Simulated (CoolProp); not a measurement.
Vapour-liquid equilibrium of toluene (1) + n-octane (2) at 4.99 kPa; x and y are mole fractions of (1).

The numbers come from the multi-fluid Helmholtz-energy mixture model, Lemmon 2006 and Beckmüller 2019; pair parameters Bell 2016 in CoolProp.

### Question
Give the bubble temperature and the first vapour's composition at x = 0.125, 0.8, 0.875. Is there an azeotrope?

### Answer
x = 0.125: 313.1 K, y = 0.269; x = 0.8: 304.5 K, y = 0.856; x = 0.875: 304.1 K, y = 0.906. No azeotrope shows between x = 0.05 and 0.95.

Pair parameters are fitted to limited data, so mixtures are less certain than the pure fluids.
